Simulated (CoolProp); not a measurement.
Sulfur hexafluoride along the isotherm 296.6 K: Z from the reference equation and from simpler models built on Tc = 318.7 K, pc = 3.755 MPa, ω = 0.210; each cubic takes its own stable root.

Computed with CoolProp (reference Helmholtz-energy equation of state, Guder 2009).

```
p (MPa)   phase  reference  van der Waals  Redlich-Kwong  Soave-Redlich-Kwong  Peng-Robinson
-------  ------  ---------  -------------  -------------  -------------------  -------------
1.04        gas     0.8692            ___            ___               0.8690         0.8580
2.09        gas     0.6823         0.7488         0.7018               0.6892         0.6681
3.13     liquid     0.1334         0.2096         0.1574               0.1514         0.1343
4.17     liquid     0.1739         0.2610         0.1995               0.1937         0.1721
5.22     liquid     0.2139         0.3134            ___               0.2349         0.2090
6.26     liquid     0.2527         0.3646         0.2806               0.2747         0.2446
7.3      liquid     0.2910         0.4150         0.3195               0.3135         0.2793
8.34     liquid     0.3288         0.4647         0.3576               0.3516         0.3134
9.39     liquid     0.3664         0.5143         0.3954               0.3893            ___
```

Problem. Complete the blanks.

Solution. 
- 1.04, van der Waals: 0.8923
- 1.04, Redlich-Kwong: 0.8727
- 5.22, Redlich-Kwong: 0.2408
- 9.39, Peng-Robinson: 0.3472
